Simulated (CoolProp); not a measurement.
Vapour-liquid equilibrium of carbon dioxide (1) + R142b (2) at 255.1 K; x and y are mole fractions of (1).

Model: multi-fluid Helmholtz-energy mixture model, Span 1996 and Lemmon 2006; pair parameters Bell 2016, in CoolProp.

Problem. Give the bubble pressure and the first vapour's composition at x = 0.35, 0.65, 0.8. Is there an azeotrope?

Solution. x = 0.35: 0.7363 MPa, y = 0.927; x = 0.65: 1.339 MPa, y = 0.972; x = 0.8: 1.636 MPa, y = 0.985. No azeotrope shows between x = 0.05 and 0.95.

Pair parameters are fitted to limited data, so mixtures are less certain than the pure fluids.
